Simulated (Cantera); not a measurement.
What does this Cantera script print?

```python
import numpy as np
import cantera as ct

gas_names = """
    CL2 H HF
""".split()
cond_names = """
    CaF2(a) CaF2(b) CaF2(L) CaCL2(s) CaCL2(L)
""".split()


def load(file, names, dense=False):
    # The tables refer to 1 bar. Condensed volumes are neglected.
    table = {s.name: s for s in ct.Species.list_from_file(file)}
    out = []
    for n in names:
        d = dict(table[n].input_data)
        d["thermo"] = dict(d["thermo"], **{"reference-pressure": 1e5})
        if dense:
            d["equation-of-state"] = {"model": "constant-volume", "density": "1e6 g/cm^3"}
        out.append(ct.Species.from_dict(d))
    return out


species = {s.name: s for s in load("nasa_gas.yaml", gas_names) + load("nasa_condensed.yaml", cond_names)}
# Each term lists the table entries of one substance; the one whose range holds T is used.
reactions = {
    'Cl2(g) + CaF2 + 2 H(g) = 2 HF(g) + CaCl2':
        [(-1, ['CL2']), (-1, ['CaF2(a)', 'CaF2(b)', 'CaF2(L)']), (-2, ['H']), (2, ['HF']), (1, ['CaCL2(s)', 'CaCL2(L)'])],
}


def pick(names, T):
    return next(species[n] for n in names if species[n].thermo.min_temp <= T <= species[n].thermo.max_temp)


results = []
for label, terms in reactions.items():
    print(label)
    print("     T/K   dH/kJ  dS/(J/K)   dG/kJ   log10 K")
    for T in [300, 623, 673, 723, 773, 823, 873, 923, 973]:
        used = [(nu, pick(names, T)) for nu, names in terms]
        dH = sum(nu * s.thermo.h(T) for nu, s in used) / 1e6
        dS = sum(nu * s.thermo.s(T) for nu, s in used) / 1e3
        dG = dH - T * dS / 1e3
        logK = -dG * 1e6 / (ct.gas_constant * T * np.log(10))
        results.append((label, T, dH, dS, dG, logK, [s.name for _, s in used]))
        print(f"{T:8g} {dH:8.1f} {dS:8.1f} {dG:8.1f} {logK:8.2f}")
```

Output:

```
Cl2(g) + CaF2 + 2 H(g) = 2 HF(g) + CaCl2
     T/K   dH/kJ  dS/(J/K)   dG/kJ   log10 K
     300   -551.0    -69.0   -530.3    92.34
     623   -556.8    -81.7   -505.9    42.41
     673   -557.8    -83.2   -501.7    38.94
     723   -558.8    -84.7   -497.5    35.95
     773   -559.9    -86.2   -493.3    33.33
     823   -561.0    -87.6   -488.9    31.03
     873   -562.2    -88.9   -484.5    28.99
     923   -563.4    -90.3   -480.0    27.17
     973   -564.5    -91.5   -475.5    25.53
```

Source: NASA polynomial tables (part measured, part estimated), evaluated in Cantera. Condensed species are held in their standard states even where they would react or evaporate.
